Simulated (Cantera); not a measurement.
## Thermodynamics of abatement and gas-phase synthesis, feed S + H2 + O2 + SO2

Input: 1 mol S, 0.31 mol H2, 0.075 mol O2, 0.0065 mol SO2, equilibrated at 1.80 Torr.

Equilibrium computed with Cantera from the NASA thermochemical tables; the gas is ideal and each condensed phase is pure. Candidate condensed phases: H2O, H2SO4, S; 19 gas species. Rates play no part.

From 1477 °C to 2277 °C nothing is condensed.

```tsv
T (°C)	x S2	x S	x H2	x H	x H2O	x SO	x SH	x SO2	x H2S
1477	0.557	0.00747	0.244	0.00235	0.107	0.0238	0.0140	0.0313	0.0115
1577	0.535	0.0164	0.256	0.00556	0.0888	0.0375	0.0185	0.0323	0.00843
1677	0.506	0.0330	0.262	0.0120	0.0712	0.0540	0.0232	0.0307	0.00621
1777	0.466	0.0610	0.261	0.0237	0.0550	0.0716	0.0278	0.0272	0.00452
1877	0.415	0.104	0.251	0.0431	0.0406	0.0877	0.0314	0.0224	0.00320
1977	0.350	0.165	0.229	0.0726	0.0285	0.0997	0.0332	0.0172	0.00215
2077	0.276	0.240	0.197	0.113	0.0189	0.106	0.0322	0.0126	0.00133
2177	0.199	0.322	0.157	0.162	0.0118	0.106	0.0285	0.00895	0.000745
2277	0.130	0.396	0.114	0.215	0.00704	0.101	0.0226	0.00633	0.000369
```
x: gas mole fraction; nothing condenses.
